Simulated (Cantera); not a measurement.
Mixture: CH₄ : O₂ : N₂ = 1 : 0.909 : 3.42 (molar parts), equivalence ratio 2.2, at 750 Torr, adiabatic and at constant pressure. Ignition delay is the time to a rise of 400 K.

Computed with Cantera and GRI-Mech 3.0 (53 species, 325 reactions).

Q: What does this change do: pressure from 750 Torr to 3750 Torr?

A: 
| quantity | before | after |
|---|---|---|
| delay at 1200 K | 71.4 ms | 15.5 ms |
| delay at 1350 K | 9.62 ms | 2.50 ms |
| delay at 1500 K | 1.67 ms | 0.491 ms |
| delay at 1650 K | 0.393 ms | 0.115 ms |
| delay at 1800 K | 0.127 ms | 33.9 µs |
| apparent activation energy between 1725 and 1875 K | 180 kJ/mol | 200 kJ/mol |
